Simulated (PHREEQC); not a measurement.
Dissolve 0.058 mol/kgw H2SO4, 0.015 mol/kgw Li2SO4 and 0.0011 mol/kgw Fe2(SO4)3 at 35 °C. Closed to the air; pH follows from the charge balance.

The numbers come from PHREEQC with the ion-association model, wateq4f.dat.

```
quantity                    before     after
------------------------  --------  --------
pH                            1.30      1.10
ionic strength (mol/kgw)     0.113     0.146
HSO4- (mol/kgw)             0.0540    0.0593
SO4-2 (mol/kgw)             0.0191    0.0141
FeSO4+ (mol/kgw)           0.00146   0.00130
FeHSO4+2 (mol/kgw)        0.000436  0.000649
SI of Goethite (FeOOH)       +0.33     -0.17
SI of Hematite (Fe2O3)       +2.71     +1.72
```

Q: What was changed between the two runs?
A) H2SO4 left out
B) Li2SO4 left out
C) 0.0018 mol/kgw CdCl2 added
D) temperature from 35 to 25 °C
E) 0.043 mol/kgw HNO3 added

A: E, 0.043 mol/kgw HNO3 added

This is a speciation only: nothing precipitates in the calculation. Some of these states are supersaturated (in Hematite (slow to form), Goethite (slow to form), for instance).
